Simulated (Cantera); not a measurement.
A closed system holds: 1 mol Si, 0.11 mol CO2, 12 mol H2, at 1330 Pa.

These are equilibrium values from Cantera (NASA tables, ideal gas, pure condensed phases), not measurements of a reactor. Candidate condensed phases: C, C6H6, C7H8, C8H18, H2O, Si, SiC, SiO2; 123 gas species. Rates play no part. All values below are at 600 °C.

Base state: H2 1.000 (mole fractions); condensed: Si(s) + SiC(s) + SiO2(β-quartz).

Problem. What changes in the equilibrium state with this change: Si replaced by Cu?

Solution. 
| species | before | after |
|---|---|---|
| H2 | 1.000 | 0.982 |
| H2O | <1e-9 | 0.00918 |
| CO | <1e-9 | 0.00857 |
| CO2 | <1e-9 | 0.000214 |
| CH4 | 6.49e-7 | 0.000300 |
| Si(s), mol | 0.780 | 0 |
| SiC(s), mol | 0.110 | 0 |
| SiO2(β-quartz), mol | 0.110 | 0 |
| Cu(s), mol | 0 | 1.00 |
Further candidate phases: Cu, CuO, Cu(OH)2, Cu2O.

Problem. What changes in the equilibrium state with this change: CO2 from 0.11 to 2.7 mol?

Solution. 
| species | before | after |
|---|---|---|
| H2 | 1.000 | 0.785 |
| CO | <1e-9 | 0.166 |
| H2O | <1e-9 | 0.0311 |
| CO2 | <1e-9 | 0.0175 |
| CH4 | 6.49e-7 | 0.000875 |
| Si(s), mol | 0.780 | 0 |
| SiC(s), mol | 0.110 | 0 |
| SiO2(β-quartz), mol | 0.110 | 1.00 |
